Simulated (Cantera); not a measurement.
Cantera run, input and output.

```python
import numpy as np
import cantera as ct

gas = ct.Solution("gri30.yaml")


def delay(T, t_max=10):
    gas.TPX = T, 1000000, {'CO': 1, 'H2': 1.3, 'CH4': 0.29, 'O2': 3.26, 'N2': 11.4, 'H2O': 0.55}
    reactor = ct.IdealGasConstPressureReactor(gas, clone=False)
    net = ct.ReactorNet([reactor])
    net.rtol, net.atol = 1e-8, 1e-16
    while net.time < t_max:
        t_old, T_old = net.time, reactor.T
        net.step()
        if reactor.T > T + 400:  # ignition: a rise of 400 K
            return t_old + (T + 400 - T_old) / (reactor.T - T_old) * (net.time - t_old)
    return np.nan


taus = []
for T in [1375, 1450, 1525, 1600, 1675]:
    taus.append(delay(T))
    print(f"T0 = {T:6g} K   tau = {taus[-1]:.4e} s")

# d ln(tau) / d ln(k), from doubling and halving each rate constant
T, sens = 1525, []
for i in range(gas.n_reactions):
    gas.set_multiplier(2.0, i)
    up = delay(T)
    gas.set_multiplier(0.5, i)
    down = delay(T)
    gas.set_multiplier(1.0, i)
    sens.append((np.log(up / down) / np.log(4.0), gas.reaction(i).equation))
sens.sort(key=lambda x: -abs(x[0]))
print(f"sensitivities at {T} K")
for s, eq in sens[:10]:
    print(f"{s:8.3f}  {eq}")
```

Output:

```
T0 =   1375 K   tau = 1.0022e-05 s
T0 =   1450 K   tau = 5.5482e-06 s
T0 =   1525 K   tau = 3.6118e-06 s
T0 =   1600 K   tau = 2.6015e-06 s
T0 =   1675 K   tau = 2.0081e-06 s
sensitivities at 1525 K
  -1.045  H + O2 <=> O + OH
  -0.328  H2 + OH <=> H + H2O
  -0.283  H2 + O <=> H + OH
   0.181  CH4 + OH <=> CH3 + H2O
   0.174  CH4 + H <=> CH3 + H2
   0.160  H + O2 + N2 <=> HO2 + N2
   0.121  H + O2 + H2O <=> HO2 + H2O
   0.080  CH3 + H (+M) <=> CH4 (+M)
  -0.058  CH3 + HO2 <=> CH3O + OH
   0.057  H + O2 + M <=> HO2 + M
```

Computed with Cantera and GRI-Mech 3.0 (53 species, 325 reactions).
